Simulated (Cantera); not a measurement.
A perfectly stirred reactor is fed with 1.69 % H2, 76.8 % O2, 21.5 % N2, equivalence ratio 0.011, at 0.0140 bar; it is held at 1050 K, and followed from long to short residence time.

Detailed kinetics in Cantera: GRI-Mech 3.0 (53 species, 325 reactions). Radical loss at walls, strong at low pressure, is not modelled.

Problem. Predict: x(H2) at τ = 0.990 s; x(O2) at τ = 0.990 s; x(NO) at τ = 0.990 s; x(H2O2) at τ = 0.990 s; x(N2O) at τ = 0.990 s; x(H2) at τ = 34.0 ms; x(O2) at τ = 34.0 ms; x(NO) at τ = 34.0 ms; x(H2O2) at τ = 34.0 ms; x(N2O) at τ = 34.0 ms.

Solution. 
* **x(H2) at τ = 0.990 s**: 0.000157
* **x(O2) at τ = 0.990 s**: 0.765
* **x(NO) at τ = 0.990 s**: 5.38e-9
* **x(H2O2) at τ = 0.990 s**: 3.86e-8
* **x(N2O) at τ = 0.990 s**: 3.60e-9
* **x(H2) at τ = 34.0 ms**: 0.00115
* **x(O2) at τ = 34.0 ms**: 0.760
* **x(NO) at τ = 34.0 ms**: 1.09e-8
* **x(H2O2) at τ = 34.0 ms**: 8.21e-8
* **x(N2O) at τ = 34.0 ms**: 1.15e-9
